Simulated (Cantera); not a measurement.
A closed system holds: 1 mol Fe2O3, 0.3 mol CH4, 0.67 mol CO, at 1.33 mbar.

These are equilibrium values from Cantera (NASA tables, ideal gas, pure condensed phases), not measurements of a reactor. Candidate condensed phases: C, C6H6, C7H8, C8H18, Fe, Fe(CO)5, FeO, Fe(OH)2, Fe(OH)3, Fe2O3, Fe3O4, H2O; 114 gas species. The tables' stoichiometric FeO is somewhat more stable than real wüstite, so its field is too wide. FeO: taken at fixed stoichiometry. Rates play no part.

Which condensed phases are stable at each of these points (T (°C)): 1152, 1202, 1252, 1302, 1352, 1402, 1452, 1502?


```json
[
 {"T (°C)": "1152", "condensed phases": "FeO(s)", "Fe condensed (%)": "100.0"},
 {"T (°C)": "1202", "condensed phases": "FeO(s)", "Fe condensed (%)": "100.0"},
 {"T (°C)": "1252", "condensed phases": "FeO(s)", "Fe condensed (%)": "100.0"},
 {"T (°C)": "1302", "condensed phases": "FeO(s)", "Fe condensed (%)": "100.0"},
 {"T (°C)": "1352", "condensed phases": "FeO(s)", "Fe condensed (%)": "100.0"},
 {"T (°C)": "1402", "condensed phases": "FeO(l)", "Fe condensed (%)": "99.9"},
 {"T (°C)": "1452", "condensed phases": "FeO(l)", "Fe condensed (%)": "99.8"},
 {"T (°C)": "1502", "condensed phases": "FeO(l)", "Fe condensed (%)": "99.7"}
]
```

From 1152 °C to 1352 °C the condensed part is FeO(s). From 1402 °C to 1502 °C the condensed part is FeO(l).
